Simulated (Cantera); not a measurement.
Feed: 1 mol Zr, 0.43 mol N2O, 2.1 mol N2.

These are equilibrium values from Cantera (NASA tables, ideal gas, pure condensed phases), not measurements of a reactor. Candidate condensed phases: Zr, ZrN, ZrO2; 13 gas species. Mutual solubility and eutectic melting of coexisting phases are not modelled. ZrN: taken at fixed stoichiometry. Condensed phases not in the tables: solid solutions among these carbides, nitrides and lower oxides. Kinetics and transport are ignored.

Stable condensed phases, one row left out:

```
T in K \ P in Pa
            0.10    0.75     5.6      42     320    2400   18000  130000 1000000
   2798        A       A       A       B       B       C       C       C       C
   2748        A       A       A       B       C       C       C       C       C
   2648        A       A       B       B       C       C       C       C       C
   2598        A       A       B       B       C       C       C       C       C
   2548        A       A       B       C       C       C       C       C       C
   2498        A       A       B       C       C       C       C       C       C
   2448        A       B       B       C       C       C       C       C       C
   2398        A       B       C       C       C       C       C       C       C
   2348        A       B       C       C       C       C       C       C       C
   2298        B       B       C       C       C       C       C       C       C
   2248        B       C       C       C       C       C       C       C       C
   2198        B       C       C       C       C       C       C       C       C
   2148        B       C       C       C       C       C       C       C       C
```

A: gas only; B: ZrN; C: ZrN + ZrO2.

### Question
Give the row for 2698 K.

### Answer
0.10: gas only; 0.75: gas only; 5.6: gas only; 42: ZrN; 320: ZrN + ZrO2; 2400: ZrN + ZrO2; 18000: ZrN + ZrO2; 130000: ZrN + ZrO2; 1000000: ZrN + ZrO2.
